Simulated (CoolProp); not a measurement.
Fluorine along the isotherm -163.95 °C: fugacity coefficient from the reference equation and from simpler models built on Tc = -128.7 °C, pc = 5.240 MPa, ω = 0.045; each cubic takes its own stable root.

Values from CoolProp's reference Helmholtz-energy equation of state, de Reuck 1990.

```json
[
 {"p (MPa)": "0.0632", "phase": "gas", "reference": "0.9905", "van der Waals": "0.9931", "Redlich-Kwong": "0.9910", "Peng-Robinson": "0.9905"},
 {"p (MPa)": "0.0954", "phase": "gas", "reference": "0.9857", "van der Waals": "0.9896", "Redlich-Kwong": "0.9864", "Peng-Robinson": "0.9856"},
 {"p (MPa)": "0.144", "phase": "gas", "reference": "0.9784", "van der Waals": "0.9843", "Redlich-Kwong": "0.9796", "Peng-Robinson": "0.9783"},
 {"p (MPa)": "0.217", "phase": "gas", "reference": "0.9675", "van der Waals": "0.9763", "Redlich-Kwong": "0.9692", "Peng-Robinson": "0.9674"},
 {"p (MPa)": "0.328", "phase": "gas", "reference": "0.9510", "van der Waals": "0.9642", "Redlich-Kwong": "0.9535", "Peng-Robinson": "0.9508"},
 {"p (MPa)": "0.494", "phase": "gas", "reference": "0.9264", "van der Waals": "0.9461", "Redlich-Kwong": "0.9301", "Peng-Robinson": "0.9261"},
 {"p (MPa)": "0.746", "phase": "gas", "reference": "0.8892", "van der Waals": "0.9186", "Redlich-Kwong": "0.8947", "Peng-Robinson": "0.8889"},
 {"p (MPa)": "1.12", "phase": "liquid", "reference": "___", "van der Waals": "0.8776", "Redlich-Kwong": "0.6743", "Peng-Robinson": "0.6695"},
 {"p (MPa)": "1.7", "phase": "liquid", "reference": "0.4457", "van der Waals": "0.7581", "Redlich-Kwong": "0.4527", "Peng-Robinson": "0.4485"},
 {"p (MPa)": "2.56", "phase": "liquid", "reference": "0.3042", "van der Waals": "0.5239", "Redlich-Kwong": "___", "Peng-Robinson": "0.3052"},
 {"p (MPa)": "3.86", "phase": "liquid", "reference": "0.2102", "van der Waals": "0.3687", "Redlich-Kwong": "0.2137", "Peng-Robinson": "0.2100"},
 {"p (MPa)": "5.83", "phase": "liquid", "reference": "0.1480", "van der Waals": "0.2668", "Redlich-Kwong": "0.1506", "Peng-Robinson": "0.1470"},
 {"p (MPa)": "8.79", "phase": "liquid", "reference": "0.1076", "van der Waals": "0.2016", "Redlich-Kwong": "___", "Peng-Robinson": "0.1058"},
 {"p (MPa)": "13.3", "phase": "liquid", "reference": "0.08171", "van der Waals": "0.1618", "Redlich-Kwong": "0.08323", "Peng-Robinson": "0.07912"},
 {"p (MPa)": "20", "phase": "liquid", "reference": "0.06652", "van der Waals": "0.1424", "Redlich-Kwong": "0.06771", "Peng-Robinson": "0.06295"}
]
```

Task: Complete the blanks.

Result: 
- 1.12, reference: 0.6642
- 2.56, Redlich-Kwong: 0.3091
- 8.79, Redlich-Kwong: 0.1096

At some of these states van der Waals gives the other phase, because its saturation line lies elsewhere.
